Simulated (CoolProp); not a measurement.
Properties of decamethylcyclopentasiloxane (D5) at several states.

Computed with CoolProp (reference Helmholtz-energy equation of state, Thol 2019).

```tsv
T (K)	p (kPa)	phase	density (kg/m³)	cv (kJ/(kg K))	speed of sound (m/s)
482.2	1330	liquid	(withheld)	1.758	440.9
380.4	21.2	liquid	(withheld)	1.575	681.3
238.7	60.4	liquid	(withheld)	1.380	1136
362.3	22.5	liquid	885.1	(withheld)	(withheld)
549.9	95	gas	(withheld)	(withheld)	106.1
```

Question: Complete the blanks.

Answer: 
- 482.2, density (kg/m³): 753.2
- 380.4, density (kg/m³): 865.6
- 238.7, density (kg/m³): 1019
- 362.3, cv (kJ/(kg K)): 1.543
- 362.3, speed of sound (m/s): 731.7
- 549.9, density (kg/m³): 8.118
- 549.9, cv (kJ/(kg K)): 1.817
